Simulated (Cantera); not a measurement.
Cantera run, input and output.

```python
import numpy as np
import cantera as ct

gas = ct.Solution("h2o2.yaml")
gas.TPX = 1100, 2666, {'H2': 0.019, 'O2': 1}
inlet = ct.Reservoir(gas, clone=True)

reactor = ct.IdealGasConstPressureReactor(gas, energy="off", clone=False)
exhaust = ct.Reservoir(gas, clone=True)
tau = [29, 11, 4.2, 1.6, 0.6, 0.23, 0.086, 0.033, 0.012, 0.0047][0]
for a, b in ((inlet, reactor), (reactor, exhaust)):
    ct.MassFlowController(a, b, mdot=lambda t: reactor.mass / tau)
net = ct.ReactorNet([reactor])
show = ['H2', 'O2', 'O', 'H2O', 'HO2', 'OH']

rows = []
print(f"{'tau/s':>10s}{'T/K':>9s}" + "".join(f"{s:>11s}" for s in show))
for tau in [29, 11, 4.2, 1.6, 0.6, 0.23, 0.086, 0.033, 0.012, 0.0047]:
    net.initial_time = 0.0
    net.advance(30 * tau)
    before = gas.X
    net.advance(40 * tau)
    drift = np.max(np.abs(gas.X - before) / (gas.X + 1e-9))
    rows.append([gas.T, *gas[show].X, drift])
    print(f"{tau:10.3e}{gas.T:9.1f}" + "".join(f"{x:11.3e}" for x in gas[show].X))
```

Output:

```
     tau/s      T/K         H2         O2          O        H2O        HO2         OH
 2.900e+01   1100.0  1.381e-05  9.811e-01  8.638e-05  1.877e-02  3.229e-07  8.047e-05
 1.100e+01   1100.0  2.475e-05  9.810e-01  1.636e-04  1.874e-02  5.060e-07  1.117e-04
 4.200e+00   1100.0  4.351e-05  9.808e-01  3.058e-04  1.869e-02  7.676e-07  1.552e-04
 1.600e+00   1100.0  7.549e-05  9.805e-01  5.650e-04  1.862e-02  1.133e-06  2.167e-04
 6.000e-01   1100.0  1.307e-04  9.800e-01  1.032e-03  1.850e-02  1.636e-06  3.060e-04
 2.300e-01   1100.0  2.227e-04  9.791e-01  1.802e-03  1.831e-02  2.278e-06  4.307e-04
 8.600e-02   1100.0  3.878e-04  9.778e-01  3.034e-03  1.797e-02  3.096e-06  6.128e-04
 3.300e-02   1100.0  6.802e-04  9.759e-01  4.675e-03  1.740e-02  4.015e-06  8.605e-04
 1.200e-02   1100.0  1.278e-03  9.736e-01  6.553e-03  1.634e-02  5.018e-06  1.211e-03
 4.700e-03   1100.0  2.387e-03  9.720e-01  7.713e-03  1.471e-02  5.825e-06  1.604e-03
```

Detailed kinetics in Cantera: the H2/O2 subset of GRI-Mech 3.0, which has no nitrogen chemistry. Radical loss at walls, strong at low pressure, is not modelled.
